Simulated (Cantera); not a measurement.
Input: 1 mol Si3N4, 0.041 mol H2, held at 0.0650 bar.

Equilibrium computed with Cantera from the NASA thermochemical tables; the gas is ideal and each condensed phase is pure. Candidate condensed phases: Si, Si3N4; 18 gas species. The tables' values for SiN are old estimates; treat these amounts as uncertain. Equilibrium is a limit: real reactors are often held back by kinetics, nucleation or transport. All values below are at 2077 °C.

Base state: N2 0.953, Si 0.0221, H2 0.0163, H 0.00625, SiN 0.000706, Si2N 0.000695, Si2 0.000465, SiH 0.000242 (mole fractions); condensed: Si(l).

Q: What changes in the equilibrium state with this change: pressure from 0.0650 bar to 0.133 bar?

A: 
| species | before | after |
|---|---|---|
| N2 | 0.953 | 0.966 |
| H2 | 0.0163 | 0.0175 |
| Si | 0.0221 | 0.0108 |
| H | 0.00625 | 0.00451 |
| Si3 | 8.53e-5 | 4.16e-5 |
| Si2 | 0.000465 | 0.000227 |
| Si2N | 0.000695 | 0.000488 |
| SiN | 0.000706 | 0.000496 |
| SiH | 0.000242 | 0.000175 |
| Si(l), mol | 2.95 | 2.97 |
Gases not in the tables: Si2H6 and higher silanes.
